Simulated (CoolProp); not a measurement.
A Linde-Hampson liquefier for ethylene: isothermal reversible compression at 290 K from 1 atm to 20 MPa, throttling to 1 atm, return gas leaving the recuperator 5 K below the feed. Each further row changes one setting.

Values from CoolProp's reference Helmholtz-energy equation of state, Smukala 2000.

| case | liquid yield per pass | compression work (kJ/kg of gas) |
|---|---|---|
| as stated | 0.502 | 350 |
| high pressure 40 MPa | 0.495 | ___ |
| warm-end temperature 320 K | ___ | ___ |
| warm-end gap 10 K | 0.496 | 350 |

Question: Complete the blanks.

Answer: 
- high pressure 40 MPa, compression work (kJ/kg of gas): 395
- warm-end temperature 320 K, liquid yield per pass: 0.410
- warm-end temperature 320 K, compression work (kJ/kg of gas): 418
